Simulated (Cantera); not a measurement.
Input: 1 mol PH₃, 0.041 mol H₂, 0.18 mol O₂, held at 13.0 Pa.

Method: chemical equilibrium by Gibbs-energy minimisation in Cantera with the NASA 1993 tables (ideal gas, pure condensed phases). Candidate condensed phases: H₂O, P, P₄O₁₀; 17 gas species. Gases not in the tables: HPO₂, HPO₃ and P₄O₆. Equilibrium is a limit: real reactors are often held back by kinetics, nucleation or transport.

x: gas mole fraction; nothing condenses.

```csv
T (°C),x H,x H₂,x PO,x P₂,x P,x H₂O
1727,0.110,0.593,0.144,0.133,0.0132,(withheld)
1802,0.172,0.539,0.141,0.122,0.0218,(withheld)
1877,0.253,0.467,0.135,0.108,0.0339,(withheld)
1952,0.350,0.379,0.127,0.0915,0.0499,(withheld)
2027,0.453,0.285,0.118,0.0727,0.0691,(withheld)
2102,0.549,0.197,0.109,0.0538,0.0897,(withheld)
2177,0.625,0.126,0.101,0.0370,0.110,(withheld)
2252,0.677,0.0758,0.0942,0.0238,0.127,(withheld)
```

Problem. What belongs in the gaps?

Solution. 
- 1727, x H₂O: 0.00524
- 1802, x H₂O: 0.00351
- 1877, x H₂O: 0.00228
- 1952, x H₂O: 0.00143
- 2027, x H₂O: 0.000858
- 2102, x H₂O: 0.000496
- 2177, x H₂O: 0.000280
- 2252, x H₂O: 0.000158
